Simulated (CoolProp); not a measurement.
Vapour-liquid equilibrium of dimethyl ether (1) + n-butane (2) at 4.09 bar; x and y are mole fractions of (1).

The numbers come from the multi-fluid Helmholtz-energy mixture model, Wu 2011 and Bücker 2006; pair parameters Bell 2016 in CoolProp.

```tsv
x	bubble temperature (K)	y at the bubble point	dew temperature at overall composition x (K)	liquid density (mol/L)
0.05	312.0	0.137	314.5	9.709
0.2	303.2	0.414	310.1	10.36
0.35	297.4	0.580	305.3	11.02
0.5	293.4	(withheld)	300.2	11.73
0.65	290.5	0.786	294.9	12.51
0.8	(withheld)	(withheld)	290.1	13.39
0.95	286.5	0.964	286.7	14.40
```

Q: Complete the blanks.

A: 
- 0.5, y at the bubble point: 0.695
- 0.8, bubble temperature (K): 288.2
- 0.8, y at the bubble point: 0.872

No azeotrope shows between x = 0.05 and 0.95.

The pair parameters rest on a limited set of measurements; away from them the model extrapolates.
